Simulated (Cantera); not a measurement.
Gas mixture: 57.1 % C3H8, 42.9 % CO, at 170 Pa, frozen composition.

Cantera's kinetic-theory transport with the Lennard-Jones parameters of GRI-Mech 3.0, ideal gas; thermal conductivity in the multicomponent form.

One state of this run: ρ (kg/m³) = 0.000951; cp (J/kg/K) = 2746; μ (µPa s) = 24.0; λ (mW/m/K) = 79.2; Pr = 0.830; D (cm²/s) C2H2 = 396; D (cm²/s) CH3 = 530; D (cm²/s) N2 = 471. D: mixture-averaged diffusion coefficient of that species in the mixture.

Which value of T (K) does it belong to?
A) 500
B) 600
C) 400
D) 800

D, 800
